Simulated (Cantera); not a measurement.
Hydrocarbon pyrolysis for carbon deposition

An isothermal, constant-pressure homogeneous reactor starts with C2H4 : H2 = 1 : 16 (molar parts), at 1000 K and 39.0 Torr.

Computed with Cantera and GRI-Mech 3.0 (53 species, 325 reactions). GRI-Mech 3.0 was tuned for natural gas; its chemistry of ethylene as a main component is partial and can be far from experiment. GRI-Mech 3.0 stops at C3 and has no aromatics, soot or wall deposition, so with more carbon than oxygen in the feed, carbon stays in small species such as C2H2 where larger ones or solid carbon would form.

```csv
t (s),x C2H4,x H2,x CH4,x H,x CH3,x CH2,x C2H
7.00e-6,0.0588,0.941,<1e-12,<1e-12,<1e-12,<1e-12,<1e-12
3.46e-5,0.0588,0.941,<1e-12,<1e-12,<1e-12,<1e-12,<1e-12
0.000171,0.0588,0.941,<1e-12,<1e-12,<1e-12,<1e-12,<1e-12
0.000844,0.0588,0.941,<1e-12,<1e-12,<1e-12,<1e-12,<1e-12
0.00417,0.0588,0.941,<1e-12,1.28e-12,<1e-12,<1e-12,<1e-12
0.0206,0.0588,0.941,<1e-12,6.27e-12,<1e-12,<1e-12,<1e-12
0.102,0.0588,0.941,<1e-12,3.10e-11,<1e-12,<1e-12,<1e-12
0.503,0.0588,0.941,2.08e-11,1.59e-10,<1e-12,<1e-12,<1e-12
2.49,0.0588,0.941,3.82e-9,1.79e-9,<1e-12,<1e-12,<1e-12
12.3,0.0555,0.941,0.000258,3.59e-7,1.60e-8,<1e-12,<1e-12
60.7,0.0473,0.936,0.00922,4.36e-7,9.90e-8,<1e-12,<1e-12
300,0.0353,0.921,0.0376,3.43e-7,2.54e-7,<1e-12,<1e-12
```
x: mole fraction; the columns are a selection and need not sum to one.

Equilibrium at this temperature and pressure: C2H4 2.58e-5, H2 0.875, CH4 0.125, H 9.37e-9, CH3 2.31e-8, CH2 <1e-12, C2H <1e-12 (gas phase only).
